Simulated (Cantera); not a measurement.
## Catalytic stagnation flow on Pt

A jet of H₂ : O₂ : N₂ = 0.012 : 0.11 : 0.79 (molar parts), equivalence ratio 0.055 at 300 K and 0.306 atm hits a platinum plate 2.5 cm away at a mass flux of 0.092 kg/m²/s; the plate temperature is set and raised in steps from an oxygen-covered start.

Detailed kinetics in Cantera: Deutschmann's 1995 Pt surface mechanism with GRI-Mech 3.0 gas chemistry. Catalytic surfaces can have several steady states; this one follows from the mechanism file's or the stated starting coverage.

```
plate T (K)  wall x H₂  wall x O₂  wall x H₂O  wall x OH  θ free Pt   θ O*    θ OH*
-----------  ---------  ---------  ----------  ---------  ---------  -----  -------
500            0.00152      0.108      0.0230      <1e-8     0.0207  0.964   0.0154
550            0.00152      0.108      0.0228      <1e-8     0.0219  0.969  0.00881
600            0.00151      0.108      0.0226      <1e-8     0.0230  0.971  0.00549
650            0.00149      0.108      0.0225      <1e-8     0.0244  0.972  0.00369
700            0.00138      0.108      0.0226      <1e-8     0.0278  0.969  0.00272
750            0.00107      0.108      0.0231      <1e-8     0.0383  0.959  0.00232
800           0.000715      0.107      0.0236      <1e-8     0.0615  0.936  0.00221
```
x: mole fraction at the wall; θ: surface coverage.
